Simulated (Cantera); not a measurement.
Input: 1 mol Ti(OiPr)4, a varied amount of H2O, at 2148.15 K and 0.0160 bar.

Cantera equilibrium calculation (NASA polynomials, part measured and part estimated; ideal gas, pure solids and liquids). Candidate condensed phases: C, C6H6, C7H8, C8H18, H2O, Ti, TiC, TiO, TiO2, Ti2O3, Ti3O5, Ti4O7; 113 gas species. The feed counts by its element totals alone. Mutual solubility and eutectic melting of coexisting phases are not modelled. TiC, TiO: taken at fixed stoichiometry. Condensed phases not in the tables: Magnéli phases beyond Ti4O7, solid solutions among these carbides, nitrides and lower oxides. Equilibrium is a limit: real reactors are often held back by kinetics, nucleation or transport.

x: gas mole fraction; n: condensed amount in mol.

```
n(H2O) (mol)   x H2   x CO    x H2O     x H  n C(graphite)  n TiC(s)  n TiO(l)  n Ti3O5(l)  n Ti4O7(l)
------------  -----  -----  -------  ------  -------------  --------  --------  ----------  ----------
2.6           0.691  0.281  2.10e-7  0.0274              …     1.000         0           0           0
3.3           0.679  0.293  2.16e-7  0.0272              …     1.000         0           0           0
4.1           0.667  0.305  2.21e-7  0.0269              …     1.000         0           0           0
5.1           0.654  0.318  2.26e-7  0.0267              …     1.000         0           0           0
6.4           0.639  0.333  2.31e-7  0.0264              …     1.000         0           0           0
8             0.635  0.339  5.88e-5  0.0263              0     0.498     0.483           0           0
10            0.636  0.328  0.00829  0.0263              0         0         0       0.332           0
12            0.609  0.306   0.0529  0.0257              0         0         0           0       0.249
```

### Question
What belongs in the gaps?

### Answer

- 2.6, n C(graphite): 4.34
- 3.3, n C(graphite): 3.63
- 4.1, n C(graphite): 2.83
- 5.1, n C(graphite): 1.83
- 6.4, n C(graphite): 0.523
